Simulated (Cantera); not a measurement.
Feed: 1 mol Fe, 0.55 mol SO2, 26 mol CO, 0.086 mol O2, at 2.50 bar.

These are equilibrium values from Cantera (NASA tables, ideal gas, pure condensed phases), not measurements of a reactor. Candidate condensed phases: C, Fe, Fe(CO)5, FeO, FeS, FeSO4, FeS2, Fe2O3, Fe2(SO4)3, Fe3O4, S; 25 gas species. Metal and sulfide melt together well below either melting point, which pure phases cannot show. Mutual solubility and eutectic melting of coexisting phases are not modelled. FeS: taken at fixed stoichiometry. Equilibrium is a limit: real reactors are often held back by kinetics, nucleation or transport. All values below are at 1673 K.

Base state: CO 0.950, CO2 0.0489, COS 0.000629, S2 5.09e-5 (mole fractions); condensed: Fe(δ) + FeS(l).

Question: What changes in the equilibrium state with this change: 0.27 mol CH4 added?

Answer: 
| species | before | after |
|---|---|---|
| CO | 0.950 | 0.944 |
| CO2 | 0.0489 | 0.0352 |
| H2 | 0 | 0.0176 |
| H2O | 0 | 0.00217 |
| H2S | 0 | 0.000340 |
| SH | 0 | 2.84e-5 |
| COS | 0.000629 | 0.000625 |
| S2 | 5.09e-5 | 5.09e-5 |
| Fe(δ), mol | 0.469 | 0.480 |
| FeS(l), mol | 0.531 | 0.520 |
Further candidate phases: C6H6, C7H8, C8H18, Fe(OH)2, Fe(OH)3, H2O, H2SO4.

Question: What changes in the equilibrium state with this change: pressure from 2.50 bar to 0.000160 bar?

Answer: 
```csv
species,before,after
CO,0.950,0.919
CO2,0.0489,0.0427
Fe,1.61e-6,0.0251
S2,5.09e-5,0.00770
FeO,2.12e-9,3.00e-5
S,1.11e-6,0.00171
SO,1.49e-6,0.00207
SO2,8.92e-7,0.00112
COS,0.000629,5.98e-5
"Fe(δ), mol",0.469,0.321
"FeS(l), mol",0.531,0
```
